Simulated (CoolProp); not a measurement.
Properties of carbon monoxide along the isotherm 212.3 K.

Model: reference Helmholtz-energy equation of state, Lemmon 2006, in CoolProp. It is a short technical equation, of lower accuracy than the large ones.

```json
[
 {"p (MPa)": "0.0553", "phase": "gas", "Z": "0.9988", "cv (kJ/(kg K))": "0.7427", "expansivity (1/kK)": "4.731"},
 {"p (MPa)": "0.0894", "phase": "gas", "Z": "0.9981", "cv (kJ/(kg K))": "0.7429", "expansivity (1/kK)": "4.744"},
 {"p (MPa)": "0.144", "phase": "gas", "Z": "0.9970", "cv (kJ/(kg K))": "0.7432", "expansivity (1/kK)": "4.764"},
 {"p (MPa)": "0.233", "phase": "gas", "Z": "0.9951", "cv (kJ/(kg K))": "0.7437", "expansivity (1/kK)": "4.798"},
 {"p (MPa)": "0.377", "phase": "gas", "Z": "0.9922", "cv (kJ/(kg K))": "0.7446", "expansivity (1/kK)": "4.853"},
 {"p (MPa)": "0.609", "phase": "gas", "Z": "0.9874", "cv (kJ/(kg K))": "0.7460", "expansivity (1/kK)": "4.942"},
 {"p (MPa)": "0.984", "phase": "gas", "Z": "0.9798", "cv (kJ/(kg K))": "0.7483", "expansivity (1/kK)": "5.090"},
 {"p (MPa)": "1.59", "phase": "gas", "Z": "0.9678", "cv (kJ/(kg K))": "0.7520", "expansivity (1/kK)": "5.335"},
 {"p (MPa)": "2.57", "phase": "gas", "Z": "0.9491", "cv (kJ/(kg K))": "0.7582", "expansivity (1/kK)": "5.746"},
 {"p (MPa)": "4.15", "phase": "supercritical", "Z": "0.9214", "cv (kJ/(kg K))": "0.7684", "expansivity (1/kK)": "6.435"},
 {"p (MPa)": "6.7", "phase": "supercritical", "Z": "0.8843", "cv (kJ/(kg K))": "0.7845", "expansivity (1/kK)": "7.517"},
 {"p (MPa)": "10.8", "phase": "supercritical", "Z": "0.8517", "cv (kJ/(kg K))": "0.8063", "expansivity (1/kK)": "8.632"},
 {"p (MPa)": "17.5", "phase": "supercritical", "Z": "0.8783", "cv (kJ/(kg K))": "0.8287", "expansivity (1/kK)": "7.985"}
]
```
